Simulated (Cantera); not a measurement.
Input (Python, Cantera):

```python
import numpy as np
import cantera as ct

gas = ct.Solution("gri30.yaml")


def delay(T, t_max=10):
    gas.TPX = T, 350000, {'CH4': 1, 'H2': 0.051, 'O2': 2.63, 'N2': 9.89}
    reactor = ct.IdealGasReactor(gas, clone=False)
    net = ct.ReactorNet([reactor])
    net.rtol, net.atol = 1e-8, 1e-16
    while net.time < t_max:
        t_old, T_old = net.time, reactor.T
        net.step()
        if reactor.T > T + 400:  # ignition: a rise of 400 K
            return t_old + (T + 400 - T_old) / (reactor.T - T_old) * (net.time - t_old)
    return np.nan


taus = []
for T in [1275, 1325, 1375, 1425, 1475, 1525, 1575]:
    taus.append(delay(T))
    print(f"T0 = {T:6g} K   tau = {taus[-1]:.4e} s")
```

Result:

```
T0 =   1275 K   tau = 2.9208e-03 s
T0 =   1325 K   tau = 1.7012e-03 s
T0 =   1375 K   tau = 1.0069e-03 s
T0 =   1425 K   tau = 6.0799e-04 s
T0 =   1475 K   tau = 3.7562e-04 s
T0 =   1525 K   tau = 2.3800e-04 s
T0 =   1575 K   tau = 1.5488e-04 s
```

Computed with Cantera and GRI-Mech 3.0 (53 species, 325 reactions).
